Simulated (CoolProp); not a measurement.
Aqueous potassium acetate as a coolant, at 13 °C, 1 atm.

Computed with CoolProp (Melinder's fits for secondary coolants).

```csv
mass %,freezing point (°C),cp (kJ/(kg K)),conductivity (W/(m K)),density (kg/m³),viscosity (mPa s)
5.2,-2.1,3.981,0.570,1029,1.36
8.3,-3.6,3.871,0.560,1045,1.46
11.4,___,3.767,___,1060,1.58
14.6,-7.3,3.666,0.539,1075,1.72
17.7,-9.4,3.571,0.529,1091,___
20.8,-11.9,3.479,0.519,___,2.03
23.9,-15.0,3.389,0.510,1126,2.23
27,-18.7,3.300,0.500,___,2.47
30.2,-23.4,3.209,0.491,1162,2.78
33.3,___,3.123,0.482,1180,3.13
36.4,-34.7,3.037,0.473,___,3.57
```

### Question
Fill in the missing entries.

### Answer

- 11.4, freezing point (°C): -5.3
- 11.4, conductivity (W/(m K)): 0.549
- 17.7, viscosity (mPa s): 1.86
- 20.8, density (kg/m³): 1108
- 27, density (kg/m³): 1143
- 33.3, freezing point (°C): -28.7
- 36.4, density (kg/m³): 1198
